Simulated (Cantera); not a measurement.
Input: 1 mol HMDSO, 1.3 mol H₂O, 3.8 mol H₂, equilibrated at 2148 K and 100 Torr.

Cantera equilibrium calculation (NASA polynomials, part measured and part estimated; ideal gas, pure solids and liquids). Candidate condensed phases: C, C₆H₆, C₇H₈, C₈H₁₈, H₂O, Si, SiC, SiO₂; 123 gas species. The feed counts by its element totals alone. Gases not in the tables: Si₂H₆ and higher silanes. Rates play no part.

Base state: H₂ 0.848, CO 0.138, H 0.0105, SiO 0.00176, C₂H₂ (acetylene) 0.00162, Si 0.000151, CH₄ 2.83e-5, SiH 2.48e-5 (mole fractions); condensed: C(graphite) + SiC(s).

Q: What changes in the equilibrium state with this change: 0.059 mol NH₃ added?

A: 
```csv
species,before,after
H₂,0.848,0.847
CO,0.138,0.137
H,0.0105,0.0105
N₂,0,0.00132
SiO,0.00176,0.00175
HCN,0,0.000848
HNC,0,6.19e-5
CH₄,2.83e-5,2.82e-5
SiH₂,1.80e-5,1.79e-5
"C(graphite), mol",1.71,1.69
"SiC(s), mol",1.97,1.97
```
Further candidate phases: Si₂N₂O, Si₃N₄.
